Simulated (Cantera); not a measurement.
Charge: 1 mol TEOS, 0.19 mol NO, 2.6 mol H₂, held at 1275 °C and 0.00100 bar.

Cantera equilibrium calculation (NASA polynomials, part measured and part estimated; ideal gas, pure solids and liquids). Candidate condensed phases: C, C₆H₆, C₇H₈, C₈H₁₈, H₂O, Si, SiC, SiO₂, Si₂N₂O, Si₃N₄; 151 gas species. The feed counts by its element totals alone. The numbers say what is thermodynamically allowed, not how fast it happens.

Base state: H₂ 0.745, CO 0.247, N₂ 0.00558, H 0.000841, SiO 0.000589, HCN 9.46e-5, C₂H₂ (acetylene) 1.17e-5 (mole fractions); condensed: C(graphite) + SiC(s).

Problem. What changes in the equilibrium state with this change: NO from 0.19 to 6.6 mol?

Solution. 
```csv
species,before,after
H₂,0.745,0.506
CO,0.247,0.330
N₂,0.00558,0.138
H₂O,2.27e-7,0.0205
SiO,0.000589,0.000162
CO₂,2.70e-8,0.00478
HCN,9.46e-5,3.88e-9
C₂H₂ (acetylene),1.17e-5,<1e-9
H,0.000841,0.000693
"C(graphite), mol",2.83,0
"SiC(s), mol",0.990,0
"SiO₂(β-quartz), mol",0,0.996
```
The tables hold silica as quartz up to 1696 K and as liquid above; real silica turns to tridymite and cristobalite and melts near 1996 K.
